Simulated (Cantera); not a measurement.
A closed system holds: 1 mol C₂H₂, 0.46 mol H₂, 1.6 mol N₂, at 0.000350 bar.

Equilibrium computed with Cantera from the NASA thermochemical tables; the gas is ideal and each condensed phase is pure. Candidate condensed phases: C, C₆H₆, C₇H₈, C₈H₁₈; 92 gas species. The numbers say what is thermodynamically allowed, not how fast it happens.

log p: log10 of the partial pressure in bar; n: condensed amount in mol.

```
T (°C)  log p H  log p N₂  log p H₂  log p C₃  log p HCN  log p CN  n C(graphite)
------  -------  --------  --------  --------  ---------  --------  -------------
1227      -6.64     -3.74     -3.78      <-15      -6.73    -11.91           2.00
1427      -5.72     -3.74     -3.78    -14.35      -6.20    -10.12           1.99
1627        ___     -3.75     -3.80       ___        ___       ___           1.98
1827        ___     -3.77       ___       ___        ___       ___           1.96
2027      -4.03     -3.81     -4.03     -7.78      -5.30     -6.68           1.93
2227      -3.79     -3.87     -4.37     -6.30      -5.27     -5.92           1.88
2427      -3.71     -3.92     -4.92     -5.06      -5.37     -5.28           1.45
```

**Question.** Some entries are withheld; supply them.

**Answer.** 
- 1627, log p H: -5.00
- 1627, log p C₃: -11.68
- 1627, log p HCN: -5.78
- 1627, log p CN: -8.72
- 1827, log p H: -4.44
- 1827, log p H₂: -3.86
- 1827, log p C₃: -9.54
- 1827, log p HCN: -5.48
- 1827, log p CN: -7.59
